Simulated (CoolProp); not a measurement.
Vapour pressure (bar) of R22: the reference equation beside estimates from Tc = 96.1 °C, pc = 49.90 bar, ω = 0.221. Clausius-Clapeyron is anchored at -36.95 °C with a constant enthalpy of vaporisation of 20.00 kJ/mol.

Values from CoolProp's reference Helmholtz-energy equation of state, Kamei 1995.

```
T (°C)  reference  Lee-Kesler  Clausius-Clapeyron  van der Waals  Redlich-Kwong  Soave-Redlich-Kwong
------  ---------  ----------  ------------------  -------------  -------------  -------------------
-48.45     0.6984      0.6866              0.7185          4.697          1.182               0.6908
-36.95      1.210       1.198               1.210          6.209          1.939                1.201
-25.45      1.978       1.970               1.942          8.016          3.011                1.971
-13.95      3.078       3.079               2.987          10.14          4.463                3.077
-2.45       4.595       4.607               4.431          12.60          6.363                4.608
9.05        6.617       6.642               6.365          15.42          8.776                6.655
20.55       9.241       9.276               8.887          18.61          11.77                9.318
32.05       12.57       12.60               12.10          22.20          15.40                12.70
43.55       16.71       16.73               16.11          26.18          19.72                16.91
55.05       21.77       21.78               21.02          30.59          24.80                22.06
```

Absolute difference from the reference over all 10 rows, mean and median: Lee-Kesler 0.5 and 0.3 %, Clausius-Clapeyron 3.0 and 3.5 %, van der Waals 210.3 and 153.6 %, Redlich-Kwong 38.0 and 35.6 %, Soave-Redlich-Kwong 0.7 and 0.8 %.
